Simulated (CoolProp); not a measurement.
A Linde-Hampson liquefier for nitrogen: isothermal reversible compression at 230 K from 1 atm to 30 MPa, throttling to 1 atm, return gas leaving the recuperator 2 K below the feed. Each further row changes one setting.

Computed with CoolProp (reference Helmholtz-energy equation of state, Span 2000).

| case | liquid yield per pass | compression work (kJ/kg of gas) |
|---|---|---|
| as stated | (withheld) | 380 |
| high pressure 60 MPa | (withheld) | 441 |
| warm-end temperature 260 K | 0.130 | (withheld) |
| warm-end gap 7 K | 0.169 | 380 |

Task: Some entries are withheld; supply them.

Result: 
- as stated, liquid yield per pass: 0.181
- high pressure 60 MPa, liquid yield per pass: 0.166
- warm-end temperature 260 K, compression work (kJ/kg of gas): 437
